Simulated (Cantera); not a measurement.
Feed: 1 mol FeCl₃, 1.1 mol N₂, held at 5.50 mbar.

Cantera equilibrium calculation (NASA polynomials, part measured and part estimated; ideal gas, pure solids and liquids). Candidate condensed phases: Fe, FeCl₂, FeCl₃; 10 gas species. Rates play no part.

x: gas mole fraction; nothing condenses.

```csv
T (K),x N₂,x FeCl₃,x FeCl₂,x Cl,x Cl₂,x Fe₂Cl₆
975,0.507,0.385,0.0700,0.000669,0.0352,0.00243
1075,0.486,0.301,0.140,0.00389,0.0683,0.000314
1175,0.462,0.201,0.219,0.0156,0.102,3.92e-5
1275,0.438,[?],[?],[?],[?],[?]
1375,0.414,0.0582,0.318,0.103,0.107,4.62e-7
1475,0.390,0.0260,0.329,0.181,0.0741,4.31e-8
1575,0.372,0.0106,0.328,0.251,0.0386,3.69e-9
1675,0.362,0.00417,0.325,0.292,0.0166,3.22e-10
1775,0.358,0.00169,0.324,0.310,0.00673,3.21e-11
1875,0.356,0.000733,0.323,0.317,0.00282,3.87e-12
1975,0.355,[?],0.323,0.320,[?],<1e-12
2075,0.355,0.000170,0.322,0.322,0.000602,<1e-12
```

Question: What belongs in the gaps?

Answer: 
- 1275, x FeCl₃: 0.116
- 1275, x FeCl₂: 0.282
- 1275, x Cl: 0.0458
- 1275, x Cl₂: 0.118
- 1275, x Fe₂Cl₆: 4.47e-6
- 1975, x FeCl₃: 0.000342
- 1975, x Cl₂: 0.00126
